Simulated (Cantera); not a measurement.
An isothermal plug-flow reactor at 975 K and 0.290 bar (inlet), inlet velocity 0.16 m/s, active area per volume 330 1/m; feed CH4 : O2 : N2 : H2O = 0.0028 : 0.12 : 0.79 : 0.0057 (molar parts).

Computed with Cantera and Deutschmann's 1995 Pt surface mechanism with GRI-Mech 3.0 gas chemistry. Catalytic surfaces can have several steady states; this one follows from the mechanism file's or the stated starting coverage. Mass transfer to the wall is taken as infinitely fast.

What does this change do: temperature 975 to 925 K?


```csv
quantity,before,after
x(CH4) at z = 0.04 m,1.81e-6,7.77e-5
x(O2) at z = 0.04 m,0.125,0.125
x(H2O) at z = 0.04 m,0.0123,0.0121
x(CO2) at z = 0.04 m,0.00303,0.00296
x(CO) at z = 0.04 m,3.88e-9,3.12e-8
θ(free Pt) at the exit,0.222,0.166
θ(O*) at the exit,0.777,0.833
θ(OH*) at the exit,0.00122,0.00132
```

What does this change do: pressure from 0.290 bar to 0.590 bar?


| quantity | before | after |
|---|---|---|
| x(CH4) at z = 0.04 m | 1.81e-6 | 2.10e-5 |
| x(O2) at z = 0.04 m | 0.125 | 0.125 |
| x(H2O) at z = 0.04 m | 0.0123 | 0.0122 |
| x(CO2) at z = 0.04 m | 0.00303 | 0.00300 |
| x(CO) at z = 0.04 m | 3.88e-9 | 2.42e-8 |
| θ(free Pt) at the exit | 0.222 | 0.186 |
| θ(O*) at the exit | 0.777 | 0.812 |
| θ(OH*) at the exit | 0.00122 | 0.00163 |
